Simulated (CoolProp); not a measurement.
R123 along the isobar 5210 kPa: fugacity coefficient from the reference equation and from simpler models built on Tc = 456.8 K, pc = 3662 kPa, ω = 0.282; each cubic takes its own stable root.

Model: reference Helmholtz-energy equation of state, Younglove 1994, in CoolProp. It is a modified Benedict-Webb-Rubin equation, recast in Helmholtz form.

| T (K) | phase | reference |
|---|---|---|
| 175.8 | liquid | 4.326e-6 |
| 212.6 | liquid | 0.0001937 |
| 249.5 | liquid | 0.002373 |
| 286.3 | liquid | 0.01340 |
| 323.1 | liquid | 0.04650 |
| 360 | liquid | 0.1166 |
| 396.8 | liquid | 0.2317 |
| 433.6 | liquid | 0.3878 |

Problem. How far does each simpler model (Redlich-Kwong, Peng-Robinson) lie from the reference over these 8 states: mean and median of the absolute difference, and the worst?

Solution. 
- Redlich-Kwong: mean 148.9 %, median 85.5 %, worst +490.8 % at 175.8 K and 5210 kPa
- Peng-Robinson: mean 7.1 %, median 0.7 %, worst +37.6 % at 175.8 K and 5210 kPa
